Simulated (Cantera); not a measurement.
Input: 1 mol Pb, 13 mol H2O, 11 mol H2, 0.021 mol O2, equilibrated at 777 °C and 0.100 bar.

Equilibrium computed with Cantera from the NASA thermochemical tables; the gas is ideal and each condensed phase is pure. Candidate condensed phases: H2O, Pb, PbO, PbO2, Pb3O4; 12 gas species. Equilibrium is a limit: real reactors are often held back by kinetics, nucleation or transport.

Question: What is the equilibrium state?

Answer: 
```
Item                                   Result
----------------------------------  ---------
x(H2O)                                  0.543
x(H2)                                   0.456
x(Pb)                                0.000465
n(Pb(l))                            0.989 mol
gas amount                          24.01 mol
log10 activity of PbO2(s) (absent)     -15.31
```
